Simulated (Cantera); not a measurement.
Mixture: H2 : O2 : N2 = 1 : 0.617 : 2.32 (molar parts), equivalence ratio 0.81, at 5.90 bar, adiabatic and at constant pressure. Ignition delay is the time to a rise of 400 K.

Detailed kinetics in Cantera: the H2/O2 subset of GRI-Mech 3.0, which has no nitrogen chemistry. The hydrogen kinetics of GRI-Mech 3.0 are dated; newer H2 mechanisms differ, most at raised pressure.

### Question
What does this change do: 0.1 parts H2O added?

### Answer
```csv
quantity,before,after
delay at 1025 K,6.00 ms,6.93 ms
delay at 1100 K,0.704 ms,1.05 ms
delay at 1175 K,28.7 µs,84.3 µs
delay at 1250 K,8.93 µs,11.4 µs
delay at 1325 K,5.16 µs,5.81 µs
delay at 1400 K,3.54 µs,3.82 µs
apparent activation energy between 1250 and 1400 K,90 kJ/mol,110 kJ/mol
```

### Question
What does this change do: 0.038 parts H2O added?

### Answer
```
quantity                                               before      after
--------------------------------------------------  ---------  ---------
delay at 1025 K                                       6.00 ms    6.40 ms
delay at 1100 K                                      0.704 ms   0.849 ms
delay at 1175 K                                       28.7 µs    42.0 µs
delay at 1250 K                                       8.93 µs    9.74 µs
delay at 1325 K                                       5.16 µs    5.40 µs
delay at 1400 K                                       3.54 µs    3.65 µs
apparent activation energy between 1250 and 1400 K  90 kJ/mol  95 kJ/mol
```
